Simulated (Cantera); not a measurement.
Feed: 1 mol Si3N4, a varied amount of N2O, 20 mol N2, equilibrated at 1500 °C and 1330 Pa.

Method: chemical equilibrium by Gibbs-energy minimisation in Cantera with the NASA 1993 tables (ideal gas, pure condensed phases). Candidate condensed phases: Si, SiO2, Si2N2O, Si3N4; 16 gas species. Mutual solubility and eutectic melting of coexisting phases are not modelled. The tables hold silica as quartz up to 1696 K and as liquid above; real silica turns to tridymite and cristobalite and melts near 1996 K. Rates play no part.

Question: Which condensed phases are stable at each of these points (n(N2O) (mol)): 0.15, 0.2, 0.28, 0.39, 0.53, 0.73, 1, 1.4, 1.9, 2.6, 3.6, 5?

Answer: 
```json
[
 {"n(N2O) (mol)": "0.15", "condensed phases": "Si3N4(s)", "Si condensed (%)": "94.9"},
 {"n(N2O) (mol)": "0.2", "condensed phases": "Si3N4(s)", "Si condensed (%)": "93.3"},
 {"n(N2O) (mol)": "0.28", "condensed phases": "Si2N2O(s) + Si3N4(s)", "Si condensed (%)": "91.6"},
 {"n(N2O) (mol)": "0.39", "condensed phases": "Si2N2O(s) + Si3N4(s)", "Si condensed (%)": "91.6"},
 {"n(N2O) (mol)": "0.53", "condensed phases": "Si2N2O(s) + Si3N4(s)", "Si condensed (%)": "91.5"},
 {"n(N2O) (mol)": "0.73", "condensed phases": "Si2N2O(s) + Si3N4(s)", "Si condensed (%)": "91.4"},
 {"n(N2O) (mol)": "1", "condensed phases": "Si2N2O(s) + Si3N4(s)", "Si condensed (%)": "91.2"},
 {"n(N2O) (mol)": "1.4", "condensed phases": "Si2N2O(s) + Si3N4(s)", "Si condensed (%)": "91.0"},
 {"n(N2O) (mol)": "1.9", "condensed phases": "Si2N2O(s)", "Si condensed (%)": "73.3"},
 {"n(N2O) (mol)": "2.6", "condensed phases": "Si2N2O(s)", "Si condensed (%)": "26.6"},
 {"n(N2O) (mol)": "3.6", "condensed phases": "SiO2(condensed)", "Si condensed (%)": "20.0"},
 {"n(N2O) (mol)": "5", "condensed phases": "SiO2(condensed)", "Si condensed (%)": "66.7"}
]
```

From 0.15 mol N2O to 0.2 mol N2O the condensed part is Si3N4(s). From 0.28 mol N2O to 1.4 mol N2O the condensed part is Si2N2O(s) + Si3N4(s). From 1.9 mol N2O to 2.6 mol N2O the condensed part is Si2N2O(s). From 3.6 mol N2O to 5 mol N2O the condensed part is SiO2(condensed).
